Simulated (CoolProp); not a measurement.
Hexamethyldisiloxane (MM) along the isobar 2.26 MPa: fugacity coefficient from the reference equation and from simpler models built on Tc = 518.7 K, pc = 1.931 MPa, ω = 0.418; each cubic takes its own stable root.

Model: reference Helmholtz-energy equation of state, Thol 2016, in CoolProp.

| T (K) | phase | reference |
|---|---|---|
| 340.7 | liquid | 0.01783 |
| 366.2 | liquid | 0.04035 |
| 391.6 | liquid | 0.07895 |
| 417.1 | liquid | 0.1381 |
| 442.5 | liquid | 0.2196 |
| 468 | liquid | 0.3234 |
| 493.5 | liquid | 0.4453 |
| 518.9 | supercritical | 0.5752 |

### Question
How far does each simpler model (van der Waals, Peng-Robinson) lie from the reference over these 8 states: mean and median of the absolute difference, and the worst?

### Answer
- van der Waals: mean 198.8 %, median 107.4 %, worst +691.9 % at 340.7 K and 2.26 MPa
- Peng-Robinson: mean 0.3 %, median 0.3 %, worst -0.7 % at 518.9 K and 2.26 MPa
